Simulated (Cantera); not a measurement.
Input: 1 mol CH2F2, 0.021 mol CH4, held at 1648 K and 1000 Pa.

Equilibrium computed with Cantera from the NASA thermochemical tables; the gas is ideal and each condensed phase is pure. The numbers say what is thermodynamically allowed, not how fast it happens.

| species | before | after |
|---|---|---|
| H2 | 0.0205 | 0.510 |
| HF | 0.979 | 0.490 |
| H | 0.000128 | 0.000636 |
| C2H2 (acetylene) | 9.17e-7 | 2.28e-5 |
| C(graphite), mol | 1.02 | 1.02 |
Gas species are given as mole fractions.

Q: Which change was made?
A. temperature from 1648 K to 2550 K
B. CH2F2 replaced by CH3F
C. CH4 from 0.021 to 0.016 mol
D. CH2F2 replaced by CF4

A: B, CH2F2 replaced by CH3F
